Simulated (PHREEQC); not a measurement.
0.12 g of hydrous ferric oxide (600 m²/g; 0.2 weak and 0.005 strong sites per Fe, Dzombak-Morel constants, diffuse double layer) in 1 kg of water with 0.01 mol/kgw of an inert sodium salt and 4.2e-05 mol/kgw Na2SO4, at 25 °C; the pH is set by adding NaOH or the inert anion's acid. O2 is buffered at 0.21 atm. No CO2 enters from the air. Precipitation was switched off in this run.

Computed with PHREEQC (ion-association model, wateq4f.dat).

```csv
pH,S sorbed (%),surface charge σ (C/m²),surface potential ψ (mV)
4,99.6,0.154,167
4.67,___,0.099,145
5.33,88.3,0.060,119
6,57.1,0.037,95
6.67,19.3,___,72
7.33,2.3,0.011,42
8,0.1,0.001,6
8.67,0.0,-0.008,-31
9.33,0.0,-0.020,-66
10,0.0,-0.041,-100
10.67,0.0,-0.075,-130
11.33,0.0,-0.131,___
12,0.0,-0.229,-168
```

Q: Complete the blanks.

A: 
- 4.67, S sorbed (%): 98.0
- 6.67, surface charge σ (C/m²): 0.023
- 11.33, surface potential ψ (mV): -154
